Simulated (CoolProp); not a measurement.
Vapour-liquid equilibrium of n-pentane (1) + toluene (2) at 24.85 °C; x and y are mole fractions of (1).

The numbers come from the multi-fluid Helmholtz-energy mixture model, Thol 2019 and Lemmon 2006; pair parameters Bell 2016 in CoolProp.

Q: Give the bubble pressure and the first vapour's composition at x = 0.15, 0.35, 0.55. Is there an azeotrope?

A: x = 0.15: 0.01826 MPa, y = 0.820; x = 0.35: 0.03231 MPa, y = 0.917; x = 0.55: 0.04339 MPa, y = 0.952. No azeotrope shows between x = 0.05 and 0.95.

The pair parameters rest on a limited set of measurements; away from them the model extrapolates.
